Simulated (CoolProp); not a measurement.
R236FA at 367.55 K and 0.939 MPa flows at 1.8 m/s in a round tube of 12.7 mm bore and 0.25 µm roughness, fully developed (64/Re and Nu = 3.66 if laminar; Colebrook and Gnielinski if turbulent). Each further row changes one setting.

Computed with CoolProp (reference Helmholtz-energy equation of state, Pan 2012).

```tsv
case	Reynolds number	Darcy friction factor	pressure drop (Pa/m)	heat-transfer coefficient (W/(m² K))	mass flow (kg/h)
as stated	92300	?	130	266	45.4
velocity 3.6 m/s	185000	0.0160	?	462	90.8
diameter 25.4 mm	185000	0.0160	56.3	?	?
```

Fill in the missing entries.


- as stated, Darcy friction factor: 0.0184
- velocity 3.6 m/s, pressure drop (Pa/m): 453
- diameter 25.4 mm, heat-transfer coefficient (W/(m² K)): 230
- diameter 25.4 mm, mass flow (kg/h): 182

Viscosity comes from a separate model (Huber 2003), an estimate that may be off by 10 % or more. Thermal conductivity comes from a separate model (Huber 2003), an estimate that may be off by 10 % or more.
